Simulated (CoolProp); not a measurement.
Vapour-liquid equilibrium of carbon dioxide (1) + CHF3 (R23) (2) at 0.638 MPa; x and y are mole fractions of (1).

Values from CoolProp's multi-fluid Helmholtz-energy mixture model, Span 1996 and Penoncello 2003; pair parameters Bell 2016.

**Question.** Give the bubble temperature and the first vapour's composition at x = 0.05, 0.65, 0.8. Is there an azeotrope?

**Answer.** x = 0.05: -43.5 °C, y = 0.074; x = 0.65: -50.1 °C, y = 0.710; x = 0.8: -51.0 °C, y = 0.830. No azeotrope shows between x = 0.05 and 0.95.

The pair parameters rest on a limited set of measurements; away from them the model extrapolates.
